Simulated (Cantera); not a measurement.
Feed: 1 mol Hg, 4.7 mol H2, at 0.133 bar.

Method: chemical equilibrium by Gibbs-energy minimisation in Cantera with the NASA 1993 tables (ideal gas, pure condensed phases). Candidate condensed phases: Hg; 3 gas species. Kinetics and transport are ignored. All values below are at 1323 K.

Base state: H2 0.825, Hg 0.175 (mole fractions); condensed: gas only.

Q: What changes in the equilibrium state with this change: Hg replaced by HgO?

A: 
| species | before | after |
|---|---|---|
| H2 | 0.825 | 0.649 |
| H2O | 0 | 0.175 |
| Hg | 0.175 | 0.175 |
Further candidate phases: H2O, HgO.
